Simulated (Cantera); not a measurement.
Feed: 1 mol CO2, 5.5 mol H2O, 7.6 mol N2, at 1398.15 K and 14000 Pa.

These are equilibrium values from Cantera (NASA tables, ideal gas, pure condensed phases), not measurements of a reactor. Candidate condensed phases: C, C6H6, C7H8, C8H18, H2O; 136 gas species. The numbers say what is thermodynamically allowed, not how fast it happens.

Base state: N2 0.539, H2O 0.390, CO2 0.0709, H2 7.06e-5, O2 4.21e-5, CO 2.77e-5, OH 1.16e-5 (mole fractions); condensed: gas only.

Q: What changes in the equilibrium state with this change: temperature from 1398.15 K to 2650 K?

A: 
| species | before | after |
|---|---|---|
| N2 | 0.539 | 0.491 |
| H2O | 0.390 | 0.276 |
| H2 | 7.06e-5 | 0.0505 |
| O | 1.59e-8 | 0.0134 |
| H | 1.06e-7 | 0.0281 |
| OH | 1.16e-5 | 0.0374 |
| CO | 2.77e-5 | 0.0357 |
| O2 | 4.21e-5 | 0.0297 |
| CO2 | 0.0709 | 0.0295 |
| NO | 8.39e-6 | 0.00875 |

Q: What changes in the equilibrium state with this change: temperature from 1398.15 K to 2223.15 K?

A: 
```json
[
 {"species": "N2", "before": "0.539", "after": "0.529"},
 {"species": "H2O", "before": "0.390", "after": "0.366"},
 {"species": "CO2", "before": "0.0709", "after": "0.0584"},
 {"species": "H2", "before": "7.06e-5", "after": "0.0133"},
 {"species": "CO", "before": "2.77e-5", "after": "0.0114"},
 {"species": "O", "before": "1.59e-8", "after": "0.000808"},
 {"species": "H", "before": "1.06e-7", "after": "0.00198"},
 {"species": "OH", "before": "1.16e-5", "after": "0.00784"},
 {"species": "NO", "before": "8.39e-6", "after": "0.00230"}
]
```

Q: What changes in the equilibrium state with this change: temperature from 1398.15 K to 2848 K?

A: 
```csv
species,before,after
N2,0.539,0.457
H2O,0.390,0.200
H2,7.06e-5,0.0720
O,1.59e-8,0.0339
H,1.06e-7,0.0693
OH,1.16e-5,0.0565
CO,2.77e-5,0.0437
NO,8.39e-6,0.0127
O2,4.21e-5,0.0377
CO2,0.0709,0.0172
```
